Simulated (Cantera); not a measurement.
**Hydrocarbon pyrolysis for carbon deposition**

An isothermal, constant-pressure homogeneous reactor starts with 11.2 % C2H6, 88.8 % N2, at 1200 K and 760 Torr.

Detailed kinetics in Cantera: GRI-Mech 3.0 (53 species, 325 reactions). GRI-Mech 3.0 stops at C3 and has no aromatics, soot or wall deposition, so with more carbon than oxygen in the feed, carbon stays in small species such as C2H2 where larger ones or solid carbon would form.

```csv
t (s),x C2H6,x CH2,x CH4,x H2,x H
1.00e-6,0.112,<1e-12,2.34e-9,2.05e-10,9.12e-11
2.96e-6,0.112,<1e-12,2.03e-8,2.12e-9,4.67e-10
8.77e-6,0.112,<1e-12,1.71e-7,4.50e-8,3.80e-9
2.60e-5,0.112,4.05e-12,1.34e-6,1.07e-6,3.01e-8
7.70e-5,0.112,2.49e-11,8.78e-6,2.20e-5,1.91e-7
0.000228,0.112,1.00e-10,4.37e-5,0.000302,7.18e-7
0.000675,0.110,2.70e-10,0.000217,0.00216,1.24e-6
0.00200,0.102,2.79e-10,0.000839,0.00849,1.33e-6
0.00592,0.0814,2.40e-10,0.00266,0.0255,1.48e-6
0.0175,0.0401,1.52e-10,0.00718,0.0602,1.74e-6
0.0520,0.00679,3.77e-11,0.0125,0.0908,1.37e-6
0.154,0.00136,8.27e-12,0.0148,0.101,7.27e-7
0.456,0.00100,6.34e-12,0.0173,0.108,6.40e-7
1.35,0.000836,5.69e-12,0.0225,0.111,5.52e-7
4.00,0.000695,4.93e-12,0.0317,0.103,4.09e-7
```
x: mole fraction; the columns are a selection and need not sum to one.

Equilibrium at this temperature and pressure: C2H6 0.000113, CH2 <1e-12, CH4 0.0895, H2 0.0544, H 4.60e-8 (gas phase only).
